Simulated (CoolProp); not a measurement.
Methane at several states: density (kg/m³) from the reference equation and from simpler models built on Tc = -82.6 °C, pc = 4599 kPa, ω = 0.011; each cubic takes its own stable root.

Values from CoolProp's reference Helmholtz-energy equation of state, Setzmann 1991.

```json
[
 {"T (°C)": "273.55", "p (kPa)": "12.5", "phase": "gas", "reference": "0.04412", "van der Waals": "0.04412", "Redlich-Kwong": "0.04412", "Soave-Redlich-Kwong": "0.04412", "Peng-Robinson": "0.04412"},
 {"T (°C)": "-33.85", "p (kPa)": "234", "phase": "gas", "reference": "1.903", "van der Waals": "1.903", "Redlich-Kwong": "1.904", "Soave-Redlich-Kwong": "1.903", "Peng-Robinson": "1.906"},
 {"T (°C)": "-1.45", "p (kPa)": "3880", "phase": "gas", "reference": "30.37", "van der Waals": "30.81", "Redlich-Kwong": "30.46", "Soave-Redlich-Kwong": "30.31", "Peng-Robinson": "30.99"},
 {"T (°C)": "12.45", "p (kPa)": "66", "phase": "gas", "reference": "0.4465", "van der Waals": "0.4466", "Redlich-Kwong": "0.4465", "Soave-Redlich-Kwong": "0.4465", "Peng-Robinson": "0.4466"},
 {"T (°C)": "-168.25", "p (kPa)": "21000", "phase": "liquid", "reference": "447.2", "van der Waals": "314.4", "Redlich-Kwong": "453.2", "Soave-Redlich-Kwong": "448.7", "Peng-Robinson": "503.3"}
]
```
